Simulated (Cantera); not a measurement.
What does this Cantera script print?

```python
import numpy as np
import cantera as ct

gas = ct.Solution("gri30.yaml")
gas.TPX = 1275, 26000, {'H2': 1.6, 'O2': 0.385, 'N2': 1.45}
reactor = ct.IdealGasReactor(gas, energy="on", clone=False)
net = ct.ReactorNet([reactor])
net.rtol, net.atol = 1e-08, 1e-16
show = ['H2', 'O2', 'H2O', 'NO', 'NO2', 'N2O', 'O']
times = np.geomspace(1e-06, 4, 10)

steps = ct.SolutionArray(gas, extra=["t"])
rows = []
print(f"{'t/s':>10s}{'T/K':>9s}{'P/Pa':>11s}" + "".join(f"{s:>11s}" for s in show))
for t in times:
    while net.time < t:
        t_next = net.step()
        steps.append(gas.state, t=t_next)
    rows.append([np.interp(t, steps.t, y) for y in (steps.T, steps.P, *steps(*show).X.T)])
    print(f"{t:10.3e}{rows[-1][0]:9.1f}{rows[-1][1]:11.4g}" + "".join(f"{x:11.3e}" for x in rows[-1][2:]))
rate = np.gradient(steps.T, steps.t)
print("integrator steps:", len(steps.t))
if steps.T.max() > steps.T[0] + 200:
    print(f"time of steepest temperature rise: {steps.t[rate.argmax()]:.4e} s")
gas.TPX = 1275, 26000, {'H2': 1.6, 'O2': 0.385, 'N2': 1.45}
gas.equilibrate("UV")
print(f"equilibrium (UV): T = {gas.T:.1f} K  " + "  ".join(f"{s} {gas[s].X[0]:.3e}" for s in show))
```

Result:

```
       t/s      T/K       P/Pa         H2         O2        H2O         NO        NO2        N2O          O
 1.000e-06   1275.0    2.6e+04  4.658e-01  1.121e-01  8.569e-11  4.653e-22  2.547e-30  2.391e-17  9.626e-11
 5.415e-06   1275.0    2.6e+04  4.658e-01  1.121e-01  6.101e-09  5.088e-20  7.307e-27  3.725e-16  1.440e-09
 2.932e-05   1275.0    2.6e+04  4.658e-01  1.121e-01  8.048e-07  1.300e-17  4.327e-23  1.837e-14  5.839e-08
 1.587e-04   1748.2  3.502e+04  1.846e-01  3.463e-03  2.038e-01  3.012e-06  1.774e-11  2.962e-09  7.084e-03
 8.595e-04   2710.5  5.091e+04  2.451e-01  6.789e-04  2.271e-01  1.919e-04  4.484e-09  2.574e-08  1.811e-03
 4.654e-03   2754.1  5.156e+04  2.486e-01  5.482e-04  2.284e-01  1.168e-03  2.992e-08  3.888e-08  1.482e-03
 2.520e-02   2753.4  5.155e+04  2.488e-01  5.442e-04  2.283e-01  1.343e-03  3.429e-08  4.115e-08  1.473e-03
 1.364e-01   2753.4  5.155e+04  2.488e-01  5.442e-04  2.283e-01  1.343e-03  3.429e-08  4.115e-08  1.473e-03
 7.388e-01   2753.4  5.155e+04  2.488e-01  5.442e-04  2.283e-01  1.343e-03  3.429e-08  4.115e-08  1.473e-03
 4.000e+00   2753.4  5.155e+04  2.488e-01  5.442e-04  2.283e-01  1.343e-03  3.429e-08  4.115e-08  1.473e-03
integrator steps: 1349
time of steepest temperature rise: 1.3003e-04 s
equilibrium (UV): T = 2753.4 K  H2 2.488e-01  O2 5.442e-04  H2O 2.283e-01  NO 1.343e-03  NO2 3.429e-08  N2O 4.115e-08  O 1.473e-03
```

Detailed kinetics in Cantera: GRI-Mech 3.0 (53 species, 325 reactions).
